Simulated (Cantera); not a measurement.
What does this Cantera script print?

```python
import numpy as np
import cantera as ct

gas = ct.Solution("gri30.yaml")
gas.TPX = 1350, 13332, {'CH4': 1, 'H2O': 0.86}
reactor = ct.IdealGasConstPressureReactor(gas, energy="off", clone=False)
net = ct.ReactorNet([reactor])
net.rtol, net.atol = 1e-08, 1e-18
show = ['CH4', 'H2O', 'CH2', 'CO2', 'HCO', 'C2H6', 'OH']
times = np.geomspace(0.0005, 60, 9)

steps = ct.SolutionArray(gas, extra=["t"])
rows = []
print(f"{'t/s':>10s}{'T/K':>9s}{'P/Pa':>11s}" + "".join(f"{s:>11s}" for s in show))
for t in times:
    while net.time < t:
        t_next = net.step()
        steps.append(gas.state, t=t_next)
    rows.append([np.interp(t, steps.t, y) for y in (steps.T, steps.P, *steps(*show).X.T)])
    print(f"{t:10.3e}{rows[-1][0]:9.1f}{rows[-1][1]:11.4g}" + "".join(f"{x:11.3e}" for x in rows[-1][2:]))
rate = np.gradient(steps.T, steps.t)
print("integrator steps:", len(steps.t))
if steps.T.max() > steps.T[0] + 200:
    print(f"time of steepest temperature rise: {steps.t[rate.argmax()]:.4e} s")
gas.TPX = 1350, 13332, {'CH4': 1, 'H2O': 0.86}
gas.equilibrate("TP")
print(f"equilibrium (TP): T = {gas.T:.1f} K  " + "  ".join(f"{s} {gas[s].X[0]:.3e}" for s in show))
```

Result:

```
       t/s      T/K       P/Pa        CH4        H2O        CH2        CO2        HCO       C2H6         OH
 5.000e-04   1350.0  1.333e+04  5.376e-01  4.624e-01  4.895e-13  1.615e-23  1.582e-18  3.871e-09  2.018e-09
 2.157e-03   1350.0  1.333e+04  5.376e-01  4.624e-01  8.208e-12  2.976e-19  4.467e-16  2.901e-07  8.188e-09
 9.306e-03   1350.0  1.333e+04  5.376e-01  4.624e-01  5.485e-11  2.418e-15  4.605e-14  1.120e-05  2.115e-08
 4.015e-02   1350.0  1.333e+04  5.374e-01  4.623e-01  1.079e-10  1.553e-12  6.424e-13  8.910e-05  2.968e-08
 1.732e-01   1350.0  1.333e+04  5.362e-01  4.622e-01  2.680e-10  4.791e-10  5.689e-12  3.584e-04  4.681e-08
 7.472e-01   1350.0  1.333e+04  5.289e-01  4.606e-01  4.205e-10  6.292e-08  1.476e-11  6.013e-04  5.841e-08
 3.224e+00   1350.0  1.333e+04  4.956e-01  4.507e-01  4.291e-10  2.640e-06  1.254e-11  4.402e-04  5.300e-08
 1.391e+01   1350.0  1.333e+04  3.974e-01  4.195e-01  4.595e-10  9.874e-05  8.848e-12  2.034e-04  4.381e-08
 6.000e+01   1350.0  1.333e+04  2.184e-01  3.532e-01  4.597e-10  2.055e-03  1.203e-11  5.596e-05  3.763e-08
integrator steps: 1122
equilibrium (TP): T = 1350.0 K  CH4 2.844e-02  H2O 1.852e-06  CH2 2.229e-11  CO2 3.079e-07  HCO 5.564e-10  C2H6 1.950e-06  OH 2.315e-13
```

Detailed kinetics in Cantera: GRI-Mech 3.0 (53 species, 325 reactions).
